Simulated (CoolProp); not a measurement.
Fluorine along the isotherm 78 K: Z from the reference equation and from simpler models built on Tc = 144.4 K, pc = 5.240 MPa, ω = 0.045; each cubic takes its own stable root.

Computed with CoolProp (reference Helmholtz-energy equation of state, de Reuck 1990).

```csv
p (MPa),phase,reference
1.01,liquid,0.03813
2.02,liquid,0.07614
3.02,liquid,0.1137
4.03,liquid,0.1515
5.04,liquid,0.1892
6.05,liquid,0.2268
7.05,liquid,0.2639
8.06,liquid,0.3014
9.07,liquid,0.3387
10.1,liquid,0.3767
11.1,liquid,0.4134
12.1,liquid,0.4501
13.1,liquid,0.4867
```

**Question.** How far does each simpler model (Redlich-Kwong, Soave-Redlich-Kwong, Peng-Robinson) lie from the reference over these 13 states: mean and median of the absolute difference, and the worst?

**Answer.** 
- Redlich-Kwong: mean 1.5 %, median 1.5 %, worst -1.6 % at 78 K and 13.1 MPa
- Soave-Redlich-Kwong: mean 0.7 %, median 0.7 %, worst -0.9 % at 78 K and 13.1 MPa
- Peng-Robinson: mean 11.8 %, median 11.8 %, worst -11.8 % at 78 K and 9.07 MPa
